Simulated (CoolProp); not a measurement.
Vapour-liquid equilibrium of propane (1) + isopentane (2) at 241.2 K; x and y are mole fractions of (1).

Computed with CoolProp (multi-fluid Helmholtz-energy mixture model, Lemmon 2009 and Lemmon 2006; pair parameters Kunz 2012).

| x | bubble pressure, mixture model (MPa) | bubble pressure, Raoult's law (MPa) | y, mixture model | y, Raoult's law |
|---|---|---|---|---|
| 0.05 | 0.01748 | 0.01440 | 0.617 | 0.539 |
| 0.125 | 0.03138 | 0.02552 | … | 0.761 |
| 0.2 | 0.04369 | 0.03665 | 0.866 | 0.848 |
| 0.275 | 0.05498 | 0.04778 | … | 0.894 |
| 0.35 | 0.06563 | 0.05890 | 0.924 | 0.923 |
| 0.425 | 0.07590 | 0.07003 | … | 0.943 |
| 0.5 | … | 0.08116 | 0.952 | 0.957 |
| 0.575 | 0.09598 | 0.09228 | 0.963 | 0.968 |
| 0.65 | 0.1060 | 0.1034 | 0.971 | 0.976 |
| 0.725 | 0.1161 | 0.1145 | 0.978 | 0.983 |
| 0.8 | 0.1264 | 0.1257 | 0.985 | 0.989 |
| 0.875 | 0.1369 | 0.1368 | 0.991 | 0.994 |
| 0.95 | … | 0.1479 | 0.996 | 0.998 |

Question: Complete the blanks.

Answer: 
- 0.125, y, mixture model: 0.800
- 0.275, y, mixture model: 0.901
- 0.425, y, mixture model: 0.940
- 0.5, bubble pressure, mixture model (MPa): 0.08597
- 0.95, bubble pressure, mixture model (MPa): 0.1478

The largest gap from Raoult's law is +23.0 % in bubble pressure, at x = 0.125. No azeotrope shows between x = 0.05 and 0.95.

The pair parameters rest on a limited set of measurements; away from them the model extrapolates.
